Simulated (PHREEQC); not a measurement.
# Acid rinse or clean: an equilibrium model

Solution (75 °C): 0.038 mol HCl and 0.000198 mol KCl per kg of water. Closed to the air; pH follows from the charge balance.

Computed with PHREEQC (ion-association model, wateq4f.dat).

- pH = 1.49
- ionic strength = 0.0382 mol/kgw
- total alkalinity = -38.0 meq/kg

| species | molality | activity | log γ |
|---|---|---|---|
| Cl- | 0.0382 | 0.0311 | -0.089 |
| H+ | 0.0380 | 0.0324 | -0.069 |
| K+ | 0.000198 | 0.000161 | -0.089 |

This is a speciation only: nothing precipitates in the calculation. Species that the database lacks are ignored. At this temperature some constants are extrapolated from 25 °C, and those without enthalpy data are left unchanged.
